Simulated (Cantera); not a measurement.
A Cantera script and what it prints.

```python
import numpy as np
import cantera as ct

gas_names = """
    C CN CO CO2 C2 CCN CNC C2N2 C2O C3 C3O2 C4 C4N2 C5 Cu CuO Cu2 N NCO NO NO2 NO3 N2 N2O O O2 O3
""".split()
cond_names = """
    C(gr) Cu(cr) Cu(L) CuO(s) Cu2O(s) Cu2O(L)
""".split()


# ... load() reads the species with a 1 bar reference pressure and builds the phases ...
atoms = {
    'Cu2O': {'Cu': 2, 'O': 1},
    'C': {'C': 1},
    'N2': {'N': 2},
}
top_T = {'C(gr)': 4500, 'CuO(s)': 1390}  # K; cautious upper limits of use, not melting points


# ... equilibrate(T, P, feed) seeds the gas with the atoms and calls Mixture.equilibrate('TP', solver="vcs", rtol=1e-11, max_steps=5000) ...
results = []
feed = {'Cu2O': 1, 'C': 0.32, 'N2': 2.2}  # mol
T = 2598  # K
for P in [10, 52, 270, 1400, 7200, 37000, 190000, 1000000]:
    mix = equilibrate(T, P, feed)
    results.append((T, P, feed, dict(zip(mix.species_names, mix.species_moles))))

top = {s: max(r[3][s] / sum(r[3][g] for g in gas_names) for r in results) for s in gas_names}
cols = sorted((s for s in top if top[s] > 0.0001), key=lambda s: -top[s])[:9]
seen = [c for c in cond_names if any(r[3].get(c, 0) > 1e-12 for r in results)]
print("log10 of partial pressures in bar; condensed amounts in mol")
print(f"{'P/Pa':>10s}" + "".join(f"{s[:9]:>10s}" for s in cols + seen))
for T, P, feed, n in results:
    ng = sum(n[g] for g in gas_names)
    print(f"{P:10.4g}" + "".join(f"{np.log10(max(n[s] / ng * P / 1e5, 1e-99)):10.3f}" for s in cols)
          + "".join(f"{n.get(c, 0):10.4g}" for c in seen))
```

Result:

```
log10 of partial pressures in bar; condensed amounts in mol
      P/Pa        N2        Cu         O       CO2        CO        O2        NO       Cu2       CuO     Cu(L)   Cu2O(L)
        10    -4.373    -4.413    -4.911    -7.270    -5.213    -6.547    -6.636   -10.029    -8.855         0         0
        52    -3.653    -3.692    -4.265    -5.916    -4.505    -5.256    -5.630    -8.588    -7.489         0         0
       270    -2.930    -2.968    -3.721    -4.687    -3.819    -4.168    -4.725    -7.140    -6.221         0         0
      1400    -2.206    -2.245    -3.280    -3.604    -3.178    -3.285    -3.922    -5.692    -5.056         0         0
      7200    -1.488    -1.528    -2.902    -2.647    -2.598    -2.531    -3.185    -4.259    -3.962         0         0
   3.7e+04    -0.770    -0.819    -2.556    -1.780    -2.078    -1.837    -2.479    -2.841    -2.906         0         0
   1.9e+05     0.104    -0.525    -2.135    -0.805    -1.524    -0.995    -1.622    -2.254    -2.192     1.458         0
     1e+06     0.905    -0.525    -1.871     0.028    -0.955    -0.468    -0.957    -2.254    -1.928     1.577    0.1681
```

Method: chemical equilibrium by Gibbs-energy minimisation in Cantera with the NASA 1993 tables (ideal gas, pure condensed phases). Each liquid is taken as pure. Mutual solubility and eutectic melting of coexisting phases are not modelled.
